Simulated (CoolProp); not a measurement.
Vapour pressure (MPa) of dimethyl carbonate: the reference equation beside estimates from Tc = 283.9 °C, pc = 4.909 MPa, ω = 0.346. Clausius-Clapeyron is anchored at 103.75 °C with a constant enthalpy of vaporisation of 32.97 kJ/mol.

Values from CoolProp's reference Helmholtz-energy equation of state, Zhou 2011.

```json
[
 {"T (°C)": "54.85", "reference": "0.02845", "Lee-Kesler": "0.02703", "Clausius-Clapeyron": "…", "van der Waals": "0.3824", "Redlich-Kwong": "0.08234", "Soave-Redlich-Kwong": "0.02733", "Peng-Robinson": "…"},
 {"T (°C)": "67.05", "reference": "0.04577", "Lee-Kesler": "0.04402", "Clausius-Clapeyron": "0.04938", "van der Waals": "0.4722", "Redlich-Kwong": "0.1209", "Soave-Redlich-Kwong": "0.04434", "Peng-Robinson": "0.04541"},
 {"T (°C)": "79.35", "reference": "0.07103", "Lee-Kesler": "0.06911", "Clausius-Clapeyron": "0.07416", "van der Waals": "…", "Redlich-Kwong": "0.1722", "Soave-Redlich-Kwong": "0.06939", "Peng-Robinson": "0.07049"},
 {"T (°C)": "91.55", "reference": "0.1061", "Lee-Kesler": "0.1043", "Clausius-Clapeyron": "0.1080", "van der Waals": "0.6935", "Redlich-Kwong": "0.2378", "Soave-Redlich-Kwong": "0.1045", "Peng-Robinson": "0.1054"},
 {"T (°C)": "103.75", "reference": "0.1536", "Lee-Kesler": "0.1524", "Clausius-Clapeyron": "0.1536", "van der Waals": "0.8258", "Redlich-Kwong": "…", "Soave-Redlich-Kwong": "0.1524", "Peng-Robinson": "0.1529"},
 {"T (°C)": "116.05", "reference": "0.2171", "Lee-Kesler": "0.2171", "Clausius-Clapeyron": "0.2142", "van der Waals": "0.9750", "Redlich-Kwong": "0.4228", "Soave-Redlich-Kwong": "0.2169", "Peng-Robinson": "0.2166"},
 {"T (°C)": "128.25", "reference": "0.2986", "Lee-Kesler": "0.3005", "Clausius-Clapeyron": "0.2920", "van der Waals": "1.139", "Redlich-Kwong": "…", "Soave-Redlich-Kwong": "0.3003", "Peng-Robinson": "0.2988"},
 {"T (°C)": "140.45", "reference": "0.4018", "Lee-Kesler": "0.4066", "Clausius-Clapeyron": "0.3907", "van der Waals": "1.321", "Redlich-Kwong": "0.6929", "Soave-Redlich-Kwong": "0.4066", "Peng-Robinson": "0.4034"},
 {"T (°C)": "152.75", "reference": "0.5317", "Lee-Kesler": "…", "Clausius-Clapeyron": "0.5153", "van der Waals": "1.522", "Redlich-Kwong": "0.8673", "Soave-Redlich-Kwong": "0.5410", "Peng-Robinson": "0.5354"}
]
```

Problem. What belongs in the gaps?

Solution. 
- 54.85, Clausius-Clapeyron: 0.03201
- 54.85, Peng-Robinson: 0.02824
- 79.35, van der Waals: 0.5762
- 103.75, Redlich-Kwong: 0.3203
- 128.25, Redlich-Kwong: 0.5460
- 152.75, Lee-Kesler: 0.5402

Absolute difference from the reference over all 9 rows, mean and median: Lee-Kesler 1.9 and 1.6 %, Clausius-Clapeyron 4.0 and 2.8 %, van der Waals 547.1 and 437.6 %, Redlich-Kwong 115.8 and 108.5 %, Soave-Redlich-Kwong 1.7 and 1.5 %, Peng-Robinson 0.5 and 0.7 %.
